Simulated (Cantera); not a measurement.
Mixture: CH4 : O2 : N2 = 1 : 3.39 : 28 (molar parts), at 3.75 atm, adiabatic and at constant volume. Ignition delay is the time to a rise of 400 K.

Model: GRI-Mech 3.0 (53 species, 325 reactions), integrated in Cantera.

Question: Predict: delay at 1173 K; delay at 1248 K; delay at 1323 K; delay at 1398 K; delay at 1473 K; delay at 1548 K; delay at 1623 K; apparent activation energy between 1473 and 1623 K.

Answer: 
```
Quantity                                                 Value
--------------------------------------------------  ----------
delay at 1173 K                                        30.0 ms
delay at 1248 K                                        11.4 ms
delay at 1323 K                                        4.56 ms
delay at 1398 K                                        1.93 ms
delay at 1473 K                                       0.862 ms
delay at 1548 K                                       0.407 ms
delay at 1623 K                                       0.205 ms
apparent activation energy between 1473 and 1623 K  190 kJ/mol
```
